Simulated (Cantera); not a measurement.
A Cantera script and what it prints.

```python
import numpy as np
import cantera as ct

gas_names = """
    OH NO2 NH3 CrO3
""".split()
cond_names = """
    Cr(cr) Cr(L)
""".split()


# ... load() reads the species with a 1 bar reference pressure and builds the phases ...
species = {s.name: s for s in load("nasa_gas.yaml", gas_names) + load("nasa_condensed.yaml", cond_names)}
# Each term lists the table entries of one substance; the one whose range holds T is used.
reactions = {
    '5 Cr + 9 OH(g) + 3 NO2(g) = 3 NH3(g) + 5 CrO3(g)':
        [(-5, ['Cr(cr)', 'Cr(L)']), (-9, ['OH']), (-3, ['NO2']), (3, ['NH3']), (5, ['CrO3'])],
}


def pick(names, T):
    return next(species[n] for n in names if species[n].thermo.min_temp <= T <= species[n].thermo.max_temp)


results = []
for label, terms in reactions.items():
    print(label)
    print("     T/K   dH/kJ  dS/(J/K)   dG/kJ   log10 K")
    for T in [300, 1298, 1348, 1398, 1448, 1498, 1548, 1598]:
        used = [(nu, pick(names, T)) for nu, names in terms]
        dH = sum(nu * s.thermo.h(T) for nu, s in used) / 1e6
        dS = sum(nu * s.thermo.s(T) for nu, s in used) / 1e3
        dG = dH - T * dS / 1e3
        logK = -dG * 1e6 / (ct.gas_constant * T * np.log(10))
        results.append((label, T, dH, dS, dG, logK, [s.name for _, s in used]))
        print(f"{T:8g} {dH:8.1f} {dS:8.1f} {dG:8.1f} {logK:8.2f}")
```

Output:

```
5 Cr + 9 OH(g) + 3 NO2(g) = 3 NH3(g) + 5 CrO3(g)
     T/K   dH/kJ  dS/(J/K)   dG/kJ   log10 K
     300  -2059.1   -583.6  -1884.0   328.03
    1298  -2105.8   -663.2  -1245.0    50.10
    1348  -2108.4   -665.2  -1211.8    46.96
    1398  -2111.3   -667.3  -1178.5    44.03
    1448  -2114.4   -669.4  -1145.1    41.31
    1498  -2117.7   -671.7  -1111.5    38.76
    1548  -2121.2   -674.0  -1077.9    36.37
    1598  -2125.0   -676.4  -1044.1    34.13
```

Source: NASA polynomial tables (part measured, part estimated), evaluated in Cantera. Condensed species are held in their standard states even where they would react or evaporate.
